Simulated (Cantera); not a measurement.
Input (Python, Cantera) and output of one run.

```python
import numpy as np
import cantera as ct

gas_names = """
    O2 N2
""".split()
cond_names = """
    V(cr) VN(s) VO(s) V2O3(s) V2O4(II) V2O5(s)
""".split()


def load(file, names, dense=False):
    # The tables refer to 1 bar. Condensed volumes are neglected.
    table = {s.name: s for s in ct.Species.list_from_file(file)}
    out = []
    for n in names:
        d = dict(table[n].input_data)
        d["thermo"] = dict(d["thermo"], **{"reference-pressure": 1e5})
        if dense:
            d["equation-of-state"] = {"model": "constant-volume", "density": "1e6 g/cm^3"}
        out.append(ct.Species.from_dict(d))
    return out


species = {s.name: s for s in load("nasa_gas.yaml", gas_names) + load("nasa_condensed.yaml", cond_names)}
T = 700
g = {n: (s.thermo.h(T) - T * s.thermo.s(T)) / (ct.gas_constant * T * np.log(10)) for n, s in species.items()}
valid = cond_names  # the entries whose range holds T


def stable(la, lb):
    # potentials (over RT ln 10) of the two non-metals from log10 p(O2) and log10 p(N2) in bar
    mu = {}
    mu["O"] = (g["O2"] + la) / 2
    mu["N"] = (g["N2"] + lb) / 2
    cost = {}
    for n in valid:
        c = species[n].composition
        cost[n] = (g[n] - sum(c.get(e, 0) * m for e, m in mu.items())) / c["V"]
    return min(cost, key=cost.get)


results = []
for lb in [0, -2.9, -5.8, -8.7, -11.6, -14.5, -17.4, -20.3, -23.2, -26.1, -29]:
    row = [stable(la, lb) for la in [-19, -18, -17.1, -16.1, -15.2, -14.2, -13.3, -12.3, -11.4, -10.4, -9.5, -8.5, -7.6, -6.6, -5.7, -4.7, -3.8, -2.8, -1.9, -0.9, 0, 1]]
    results.append(row)
    print(f"{lb:6.1f}  " + " ".join(f"{valid.index(n):x}" for n in row))
print("key: " + ", ".join(f"{i:x} {n}" for i, n in enumerate(valid)))
```

Result:

```
   0.0  4 4 4 4 4 4 4 4 4 4 4 5 5 5 5 5 5 5 5 5 5 5
  -2.9  4 4 4 4 4 4 4 4 4 4 4 5 5 5 5 5 5 5 5 5 5 5
  -5.8  4 4 4 4 4 4 4 4 4 4 4 5 5 5 5 5 5 5 5 5 5 5
  -8.7  4 4 4 4 4 4 4 4 4 4 4 5 5 5 5 5 5 5 5 5 5 5
 -11.6  4 4 4 4 4 4 4 4 4 4 4 5 5 5 5 5 5 5 5 5 5 5
 -14.5  4 4 4 4 4 4 4 4 4 4 4 5 5 5 5 5 5 5 5 5 5 5
 -17.4  4 4 4 4 4 4 4 4 4 4 4 5 5 5 5 5 5 5 5 5 5 5
 -20.3  4 4 4 4 4 4 4 4 4 4 4 5 5 5 5 5 5 5 5 5 5 5
 -23.2  4 4 4 4 4 4 4 4 4 4 4 5 5 5 5 5 5 5 5 5 5 5
 -26.1  4 4 4 4 4 4 4 4 4 4 4 5 5 5 5 5 5 5 5 5 5 5
 -29.0  4 4 4 4 4 4 4 4 4 4 4 5 5 5 5 5 5 5 5 5 5 5
key: 0 V(cr), 1 VN(s), 2 VO(s), 3 V2O3(s), 4 V2O4(II), 5 V2O5(s)
```

Source: NASA polynomial tables (part measured, part estimated), evaluated in Cantera. VN, VO: taken at fixed stoichiometry. Not in the tables: V3O5 to V6O13, V2N.
